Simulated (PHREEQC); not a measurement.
Consider water at 25 °C with 0.087 mol HF and 0.023 mol NaF per kg of water. Closed to the air; pH follows from the charge balance.

All values are PHREEQC results (ion-association model, phreeqc.dat), not measurements.

The pH is 2.52, the ionic strength is 0.0262 mol/kgw and the total alkalinity is -87.0 meq/kg.

| species | molality | activity | log γ |
|---|---|---|---|
| HF | 0.0775 | 0.0780 | 0.003 |
| Na+ | 0.0228 | 0.0196 | -0.066 |
| F- | 0.0202 | 0.0172 | -0.070 |
| HF2- | 0.00602 | 0.00516 | -0.067 |
| H+ | 0.00343 | 0.00302 | -0.056 |
| NaF | 0.000193 | 0.000194 | 0.003 |

No solid was allowed to form.
